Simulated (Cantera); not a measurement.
What does this Cantera script print?

```python
import numpy as np
import cantera as ct

gas_names = """
    B BN B2 N N2
""".split()
cond_names = """
    B(b) B(L) BN(s)
""".split()


def load(file, names, dense=False):
    # The tables refer to 1 bar. Condensed volumes are neglected.
    table = {s.name: s for s in ct.Species.list_from_file(file)}
    out = []
    for n in names:
        d = dict(table[n].input_data)
        d["thermo"] = dict(d["thermo"], **{"reference-pressure": 1e5})
        if dense:
            d["equation-of-state"] = {"model": "constant-volume", "density": "1e6 g/cm^3"}
        out.append(ct.Species.from_dict(d))
    return out


gas = ct.Solution(thermo="ideal-gas", species=load("nasa_gas.yaml", gas_names))
cond = {s.name: ct.Solution(thermo="fixed-stoichiometry", species=[s], name=s.name)
        for s in load("nasa_condensed.yaml", cond_names, dense=True)}
atoms = {
    'BN': {'B': 1, 'N': 1},
    'N2': {'N': 2},
}
top_T = {'BN(s)': 3200}  # K; cautious upper limits of use, not melting points


def equilibrate(T, P, feed):
    n = {}
    for name, mol in feed.items():
        for a, k in atoms[name].items():
            n[a] = n.get(a, 0.0) + k * mol
    gas.TPX = T, P, n
    mass = sum(n.values()) * gas.mean_molecular_weight
    gas.equilibrate("TP")
    valid = [c for c in cond.values() if c.min_temp <= T <= top_T.get(c.name, c.max_temp)]
    mix = ct.Mixture([(gas, mass / gas.mean_molecular_weight)] + [(c, 0.0) for c in valid])
    mix.T, mix.P = T, P
    mix.equilibrate("TP", solver="vcs", rtol=1e-11, max_steps=5000)
    return mix


results = []
feed = {'BN': 1, 'N2': 0.13}  # mol
T = 1823  # K
P = 13332.2  # Pa
mix = equilibrate(T, P, feed)
results.append((T, P, feed, dict(zip(mix.species_names, mix.species_moles))))
print(gas.report(threshold=1e-06))
for i in range(1, mix.n_phases):
    print(f"{mix.phase(i).name:16s} {mix.phase_moles(i):12.5e} mol")
```

It prints:

```
       temperature   1823 K
          pressure   13332 Pa
           density   0.024641 kg/m^3
  mean mol. weight   28.014 kg/kmol
   phase of matter   gas

                          1 kg             1 kmol
                     ---------------   ---------------
          enthalpy        1.7759e+06        4.9749e+07  J
   internal energy        1.2348e+06        3.4591e+07  J
           entropy            9476.6        2.6548e+05  J/K
    Gibbs function         -1.55e+07       -4.3422e+08  J
 heat capacity c_p            1272.4             35646  J/K
 heat capacity c_v            975.65             27332  J/K

                      mass frac. Y      mole frac. X     chem. pot. / RT
                     ---------------   ---------------   ---------------
                N2                 1                 1           -28.647
     [   +4 minor]         3.419e-10         6.058e-10

B(b)              0.00000e+00 mol
BN(s)             1.00000e+00 mol
```

Method: chemical equilibrium by Gibbs-energy minimisation in Cantera with the NASA 1993 tables (ideal gas, pure condensed phases).
